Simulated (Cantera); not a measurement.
Charge: 1 mol TiO₂, 0.7 mol CO, 8.1 mol H₂, equilibrated at 950 °C and 1.90 bar.

Method: chemical equilibrium by Gibbs-energy minimisation in Cantera with the NASA 1993 tables (ideal gas, pure condensed phases). Candidate condensed phases: C, C₆H₆, C₇H₈, C₈H₁₈, H₂O, Ti, TiC, TiO, TiO₂, Ti₂O₃, Ti₃O₅, Ti₄O₇; 113 gas species. Gases not in the tables: TiO(OH)₂. Kinetics and transport are ignored.

Base state: H₂ 0.912, CO 0.0728, CH₄ 0.00751, H₂O 0.00712, CO₂ 0.000389 (mole fractions); condensed: TiO₂(rutile).

What changes in the equilibrium state with this change: TiO₂ replaced by Cu₂O?


| species | before | after |
|---|---|---|
| H₂ | 0.912 | 0.813 |
| H₂O | 0.00712 | 0.107 |
| CO | 0.0728 | 0.0727 |
| CH₄ | 0.00751 | 0.000351 |
| CO₂ | 0.000389 | 0.00658 |
| TiO₂(rutile), mol | 1.00 | 0 |
| Cu(s), mol | 0 | 2.00 |
Further candidate phases: Cu, CuO, Cu(OH)₂, Cu₂O.
